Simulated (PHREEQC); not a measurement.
## Acid mine or pickling water: an equilibrium model

A made-up water analysis in mg/L, 25 °C, pH 3.95, pe 10.1:

```csv
constituent,mg/L
Na,102
K,158
Ca,385
Mg,279
Cl,691
S(6) as SO4,1640
Mn(2),2.31
```

Valence states are taken as typed.

The numbers come from PHREEQC with the ion-association model, phreeqc.dat.

```yaml
ionic_strength: 0.0653 mol/kgw
specific_conductance: 4250 µS/cm
density: 1.000 g/cm³
total_alkalinity: -0.197 meq/kg
charge_balance_error: -3.4 %
```

```
species  molality  activity   log γ
-------  --------  --------  ------
Cl-        0.0196    0.0156  -0.099
SO4-2      0.0106   0.00454  -0.370
Mg+2      0.00781   0.00354  -0.344
Ca+2      0.00714   0.00314  -0.357
Na+       0.00435   0.00352  -0.092
K+        0.00393   0.00312  -0.100
MgSO4     0.00371   0.00376   0.007
CaSO4     0.00250   0.00253   0.007
H+       0.000133  0.000112  -0.074
KSO4-    0.000122   9.96e-5  -0.090
NaSO4-    9.85e-5   8.01e-5  -0.090
HSO4-     6.14e-5   4.95e-5  -0.094
Mn+2      3.03e-5   1.36e-5  -0.347
MnSO4     1.08e-5   1.10e-5   0.007
CaHSO4+   2.32e-6   1.87e-6  -0.094
MnCl+     1.07e-6   8.65e-7  -0.092
```

No solid was allowed to form. Species that the database lacks are ignored.
